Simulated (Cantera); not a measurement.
A perfectly stirred reactor is fed with N2O : O2 = 1 : 0.078 (molar parts), at 173 Torr; it is held at 1248 K, and followed from long to short residence time.

Model: GRI-Mech 3.0 (53 species, 325 reactions), integrated in Cantera. GRI-Mech 3.0 was tuned for natural gas; its chemistry of N2O as a main component is partial and can be far from experiment. The mechanism lacks the step 2 NO + O2 → 2 NO2, which can matter for NO2 below about 1400 K. The temperature is held fixed by assumption; the heat of reaction is taken as removed at once.

x: mole fraction; the columns are a selection and need not sum to one.

| τ (s) | x N2O | x O2 | x NO2 | x NO | x O | x N2 |
|---|---|---|---|---|---|---|
| 9.6 | 0.179 | 0.282 | [?] | 0.0554 | 2.84e-6 | 0.483 |
| 3.3 | 0.366 | 0.228 | [?] | 0.0452 | 3.30e-6 | 0.361 |
| 1.1 | 0.606 | 0.161 | [?] | 0.0268 | 3.55e-6 | 0.206 |
| 0.38 | 0.783 | 0.112 | [?] | 0.0123 | 3.65e-6 | 0.0930 |
| 0.13 | 0.872 | 0.0876 | [?] | 0.00473 | 3.68e-6 | 0.0356 |
| 0.045 | 0.908 | 0.0779 | [?] | 0.00171 | 3.69e-6 | 0.0128 |
| 0.015 | 0.921 | 0.0742 | [?] | 0.000579 | 3.69e-6 | 0.00435 |
| 0.0053 | 0.925 | 0.0730 | [?] | 0.000205 | 3.68e-6 | 0.00154 |
| 0.0018 | 0.927 | 0.0726 | [?] | 6.92e-5 | 3.65e-6 | 0.000522 |
| 0.00062 | 0.927 | 0.0724 | [?] | 2.33e-5 | 3.56e-6 | 0.000178 |

**Question.** Complete the blanks.

**Answer.** 
- 9.6, x NO2: 0.000140
- 3.3, x NO2: 0.000111
- 1.1, x NO2: 6.35e-5
- 0.38, x NO2: 2.74e-5
- 0.13, x NO2: 9.28e-6
- 0.045, x NO2: 2.50e-6
- 0.015, x NO2: 4.78e-7
- 0.0053, x NO2: 7.69e-8
- 0.0018, x NO2: 9.76e-9
- 0.00062, x NO2: 1.15e-9
